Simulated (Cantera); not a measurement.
Gas activation for diamond growth

A perfectly stirred reactor is fed with CH4 : H2 : H = 0.048 : 1 : 0.13 (molar parts), at 0.0270 bar; it is held at 1523 K, and followed from long to short residence time.

Detailed kinetics in Cantera: GRI-Mech 3.0 (53 species, 325 reactions). GRI-Mech 3.0 stops at C3 and has no aromatics, soot or wall deposition, so with more carbon than oxygen in the feed, carbon stays in small species such as C2H2 where larger ones or solid carbon would form. Radical loss at walls, strong at low pressure, is not modelled.

| τ (s) | x CH4 | x H2 | x H | x CH3 | x C2H6 | x C2H | x C2H2 |
|---|---|---|---|---|---|---|---|
| 1.7 | 0.0135 | 0.971 | 0.00110 | 0.000307 | 3.44e-6 | 3.41e-8 | 0.0139 |
| 0.49 | 0.0157 | 0.969 | 0.00183 | 0.000595 | 7.61e-6 | 5.19e-8 | 0.0127 |
| 0.14 | 0.0180 | 0.966 | 0.00306 | 0.00114 | 1.62e-5 | 7.73e-8 | 0.0113 |
| 0.042 | 0.0197 | 0.963 | 0.00511 | 0.00208 | 3.14e-5 | 1.14e-7 | 0.00990 |
| 0.012 | 0.0204 | 0.958 | 0.00896 | 0.00371 | 5.59e-5 | 1.75e-7 | 0.00864 |
| 0.0035 | 0.0196 | 0.950 | 0.0160 | 0.00622 | 8.61e-5 | 2.77e-7 | 0.00759 |
| 0.0010 | 0.0181 | 0.937 | 0.0287 | 0.00968 | 0.000114 | 4.28e-7 | 0.00644 |
x: mole fraction; the columns are a selection and need not sum to one.
